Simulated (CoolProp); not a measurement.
The fluid at 298.15 K and 0.957 MPa is throttled through a valve to 0.177 MPa with no heat exchange. The same conditions are run with several fluids, on thermodynamics alone (safety and materials aside).

The numbers come from the reference Helmholtz-energy equation of state of each fluid (propylene: Lemmon 2013; hydrogen sulfide: Lemmon 2006; CH2F2 (R32): Tillner-Roth 1997; normal hydrogen: Leachman 2009; oxygen: Schmidt 1985) in CoolProp.

```
fluid             temperature change (K)  final density (kg/m³)
----------------  ----------------------  ---------------------
propylene                          -16.0                   3.27
hydrogen sulfide                     [?]                    [?]
CH2F2 (R32)                        -22.0                    [?]
normal hydrogen                     +0.2                  0.144
oxygen                              -2.1                    [?]
```

**Question.** Fill in the missing entries.

**Answer.** 
- hydrogen sulfide, temperature change (K): -14.4
- hydrogen sulfide, final density (kg/m³): 2.60
- CH2F2 (R32), final density (kg/m³): 4.13
- oxygen, final density (kg/m³): 2.30
